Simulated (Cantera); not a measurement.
Input: 1 mol MgCO3, 1.5 mol SO3, 0.057 mol CO2, equilibrated at 0.0133 bar.

Equilibrium computed with Cantera from the NASA thermochemical tables; the gas is ideal and each condensed phase is pure. Candidate condensed phases: C, Mg, MgCO3, MgO, MgS, MgSO4, S; 26 gas species. Rates play no part.

Which condensed phases are stable at each of these points (T (K)): 1075, 1125, 1175, 1225, 1275, 1325, 1375, 1425, 1475, 1525, 1575, 1625?


```json
[
 {"T (K)": "1075", "condensed phases": "MgSO4(s)", "Mg condensed (%)": "100.0"},
 {"T (K)": "1125", "condensed phases": "MgO(s)", "Mg condensed (%)": "100.0"},
 {"T (K)": "1175", "condensed phases": "MgO(s)", "Mg condensed (%)": "100.0"},
 {"T (K)": "1225", "condensed phases": "MgO(s)", "Mg condensed (%)": "100.0"},
 {"T (K)": "1275", "condensed phases": "MgO(s)", "Mg condensed (%)": "100.0"},
 {"T (K)": "1325", "condensed phases": "MgO(s)", "Mg condensed (%)": "100.0"},
 {"T (K)": "1375", "condensed phases": "MgO(s)", "Mg condensed (%)": "100.0"},
 {"T (K)": "1425", "condensed phases": "MgO(s)", "Mg condensed (%)": "100.0"},
 {"T (K)": "1475", "condensed phases": "MgO(s)", "Mg condensed (%)": "100.0"},
 {"T (K)": "1525", "condensed phases": "MgO(s)", "Mg condensed (%)": "100.0"},
 {"T (K)": "1575", "condensed phases": "MgO(s)", "Mg condensed (%)": "100.0"},
 {"T (K)": "1625", "condensed phases": "MgO(s)", "Mg condensed (%)": "100.0"}
]
```

At 1075 K the condensed part is MgSO4(s). From 1125 K to 1625 K the condensed part is MgO(s).
